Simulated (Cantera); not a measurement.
Cantera run, input and output.

```python
import numpy as np
import cantera as ct

gas = ct.Solution("gri30.yaml")
gas.TPX = 425, 48000, {'CH4': 1, 'H2': 0.34, 'O2': 3.19, 'N2': 12, 'H2O': 1.4}
flame = ct.FreeFlame(gas, width=0.067)
flame.set_refine_criteria(ratio=3, slope=0.08, curve=0.16)
flame.transport_model = "mixture-averaged"
flame.solve(loglevel=0, auto=True)
z, T = flame.grid, flame.T
thick = (T[-1] - T[0]) / np.gradient(T, z).max()
show = ['CH4', 'H2', 'O2', 'NO2', 'C2H2', 'HO2']
print(f"laminar burning velocity  {flame.velocity[0] * 100:.3f} cm/s")
print(f"burnt temperature         {T[-1]:.1f} K")
print(f"thermal thickness         {thick * 1e3:.4f} mm")
print(f"grid points               {len(z)}")
z0 = z[flame.heat_release_rate.argmax()]
print(f"{'z/mm':>9s}{'T/K':>9s}{'u/(m/s)':>9s}" + "".join(f"{s:>11s}" for s in show))
rows = []
for k in (-3, -2, -1.5, -1, -0.5, -0.25, 0, 0.25, 0.5, 1, 2, 4, 8):
    zz = z0 + k * thick
    rows.append([k * thick, np.interp(zz, z, T), np.interp(zz, z, flame.velocity),
                 *(np.interp(zz, z, flame.X[gas.species_index(s)]) for s in show)])
    print(f"{rows[-1][0] * 1e3:9.3f}{rows[-1][1]:9.1f}{rows[-1][2]:9.3f}" + "".join(f"{x:11.3e}" for x in rows[-1][3:]))
```

Output:

```
laminar burning velocity  39.999 cm/s
burnt temperature         1787.5 K
thermal thickness         1.1378 mm
grid points               133
     z/mm      T/K  u/(m/s)        CH4         H2         O2        NO2       C2H2        HO2
   -3.414    425.3    0.400  5.578e-02  1.846e-02  1.780e-01  4.011e-11  1.777e-10  6.533e-08
   -2.276    428.0    0.402  5.569e-02  1.768e-02  1.780e-01  5.124e-10  2.464e-09  6.726e-07
   -1.707    437.5    0.411  5.525e-02  1.675e-02  1.776e-01  2.629e-09  1.375e-08  3.104e-06
   -1.138    495.4    0.466  5.246e-02  1.502e-02  1.740e-01  1.827e-08  1.289e-07  2.266e-05
   -0.569    808.0    0.762  3.718e-02  1.238e-02  1.500e-01  2.680e-08  1.284e-06  1.128e-04
   -0.284   1120.6    1.061  2.086e-02  1.090e-02  1.214e-01  5.602e-09  3.270e-06  1.220e-04
    0.000   1420.2    1.347  4.944e-03  8.479e-03  8.821e-02  1.497e-09  5.406e-06  9.467e-05
    0.284   1548.8    1.465  3.300e-04  5.366e-03  7.044e-02  5.610e-10  6.462e-07  2.363e-05
    0.569   1601.2    1.509  1.300e-05  4.042e-03  6.477e-02  5.593e-10  1.475e-08  1.332e-05
    1.138   1663.0    1.561  2.695e-08  3.133e-03  6.114e-02  7.367e-10  8.689e-12  9.418e-06
    2.276   1721.5    1.611  7.976e-13  1.926e-03  5.906e-02  1.117e-09  4.915e-17  5.622e-06
    4.551   1760.3    1.644  1.094e-18  8.435e-04  5.815e-02  1.819e-09  4.515e-23  2.631e-06
    9.103   1778.8    1.660  1.456e-21  2.942e-04  5.793e-02  2.673e-09  4.358e-27  1.095e-06
```

Model: GRI-Mech 3.0 (53 species, 325 reactions), integrated in Cantera. Burning velocities carry a grid error of a few per cent, more on coarse grids.
